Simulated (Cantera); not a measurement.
A closed system holds: 1 mol Si3N4, 0.28 mol H2O, 7.9 mol N2, held at 10.0 mbar.

These are equilibrium values from Cantera (NASA tables, ideal gas, pure condensed phases), not measurements of a reactor. Candidate condensed phases: H2O, Si, SiO2, Si2N2O, Si3N4; 35 gas species. Mutual solubility and eutectic melting of coexisting phases are not modelled. The tables' values for SiN are old estimates; treat these amounts as uncertain. Equilibrium is a limit: real reactors are often held back by kinetics, nucleation or transport.

x: gas mole fraction; n: condensed amount in mol.

```tsv
T (K)	x N2	x H2	x SiO	x H	x Si	x Si2N	x SiN	n Si2N2O(s)	n Si3N4(s)	n Si(l)
1400	0.966	0.0338	5.36e-7	8.95e-6	[?]	1.08e-12	1.16e-10	0.280	0.813	0
1475	0.966	0.0338	6.71e-6	2.39e-5	[?]	5.04e-11	1.67e-9	0.280	0.813	0
1550	0.966	0.0338	6.54e-5	5.79e-5	[?]	1.61e-9	1.86e-8	0.279	0.814	0
1625	0.966	0.0338	0.000514	0.000130	[?]	3.70e-8	1.65e-7	0.276	0.815	0
1700	0.963	0.0336	0.00336	0.000270	[?]	6.43e-7	1.20e-6	0.252	0.823	0
1775	0.948	0.0327	0.0187	0.000524	[?]	8.80e-6	7.37e-6	0.121	0.866	0
1850	0.945	0.0263	0.0267	0.000874	[?]	3.66e-5	2.40e-5	0	0	2.71
```

Question: Fill in the missing entries.

Answer: 
- 1400, x Si: 5.81e-10
- 1475, x Si: 1.19e-8
- 1550, x Si: 1.81e-7
- 1625, x Si: 2.13e-6
- 1700, x Si: 2.02e-5
- 1775, x Si: 0.000159
- 1850, x Si: 0.000645
